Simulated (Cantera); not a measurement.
A perfectly stirred reactor is fed with NO : N₂ = 1 : 5.8 (molar parts), at 0.987 atm; it is held at 2073 K, and followed from long to short residence time.

Detailed kinetics in Cantera: GRI-Mech 3.0 (53 species, 325 reactions).

**Question.** What does this change do: 0.24 parts H2O added?

**Answer.** 
| quantity | before | after |
|---|---|---|
| x(NO) at τ = 0.380 s | 0.103 | 0.0940 |
| x(NO₂) at τ = 0.380 s | 5.28e-5 | 4.84e-5 |
| x(O) at τ = 0.380 s | 0.000180 | 0.000179 |
| x(O₂) at τ = 0.380 s | 0.0219 | 0.0236 |
| x(N₂) at τ = 0.380 s | 0.875 | 0.847 |
| x(NO) at τ = 39.0 ms | 0.142 | 0.135 |
| x(NO₂) at τ = 39.0 ms | 3.35e-5 | 2.64e-5 |
| x(O) at τ = 39.0 ms | 8.52e-5 | 6.88e-5 |
| x(O₂) at τ = 39.0 ms | 0.00244 | 0.00333 |
| x(N₂) at τ = 39.0 ms | 0.855 | 0.827 |

**Question.** What does this change do: temperature 2073 to 1750 K?

**Answer.** 
```
quantity                 before     after
---------------------  --------  --------
x(NO) at τ = 0.380 s      0.103     0.145
x(NO₂) at τ = 0.380 s   5.28e-5   4.53e-5
x(O) at τ = 0.380 s    0.000180   4.04e-6
x(O₂) at τ = 0.380 s     0.0219   0.00121
x(N₂) at τ = 0.380 s      0.875     0.854
x(NO) at τ = 39.0 ms      0.142     0.147
x(NO₂) at τ = 39.0 ms   3.35e-5   3.28e-5
x(O) at τ = 39.0 ms     8.52e-5   2.94e-6
x(O₂) at τ = 39.0 ms    0.00244  0.000107
x(N₂) at τ = 39.0 ms      0.855     0.853
```
